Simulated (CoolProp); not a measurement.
Vapour pressure (kPa) of R11: the reference equation beside estimates from Tc = 471.1 K, pc = 4408 kPa, ω = 0.189.

The numbers come from the reference Helmholtz-energy equation of state, Jacobsen 1992 in CoolProp.

```tsv
T (K)	reference	Lee-Kesler	van der Waals
248.8	12.53	12.16	175.8
273.1	40.11	39.29	313.0
297.4	103.3	102.3	510.3
321.8	227.0	226.5	778.9
346.1	439.9	441.0	1125
370.4	776.4	778.8	1559
394.7	1274	1276	2085
419	1972	1972	2710
```

Absolute difference from the reference over all 8 rows, mean and median: Lee-Kesler 0.9 and 0.3 %, van der Waals 372.3 and 199.4 %.
